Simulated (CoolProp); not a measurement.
A closed Brayton cycle with carbon dioxide: compressor inlet 325.15 K and 9 MPa, high pressure 16.6 MPa, turbine inlet 930 K, compressor efficiency 0.8, turbine efficiency 0.9, recuperator effectiveness 0.8 (on enthalpy, no pinch check). Each further row changes one setting.

Values from CoolProp's reference Helmholtz-energy equation of state, Span 1996.

```tsv
case	thermal efficiency (%)	net work (kJ/kg)	compressor to turbine work	compressor exit (K)	turbine exit (K)
as stated	24.3	65.7	0.30	373.2	849.8
turbine inlet 880 K	23.8	60.3	0.32	373.2	802.7
compressor inlet 335.15 K	23.9	60.9	0.35	388.5	849.8
high pressure 14.1 MPa	20.4	49.7	0.29	360.2	870.8
recuperator effectiveness 0.5	15.0	65.7	0.30	373.2	849.8
```
